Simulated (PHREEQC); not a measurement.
A solution holds 7.2 mmol/kgw H2SiF6, at 25 °C. Closed to the air; pH follows from the charge balance.

The numbers come from PHREEQC with the ion-association model, phreeqc.dat.

No solid was allowed to form.

Q: Order these F species by the share of F that they hold, largest first: SiF6-2, HF, F-.

A: SiF6-2 (90 %), HF (9.6 %), F- (0.63 %)

The pH is 1.93 and the ionic strength 0.0197 mol/kgw. The solution is supersaturated, for example in Quartz (slow to form), Chalcedony (slow to form), so a real one may precipitate; this is no full list. SiF6-2 is the database's only silicon fluoride.
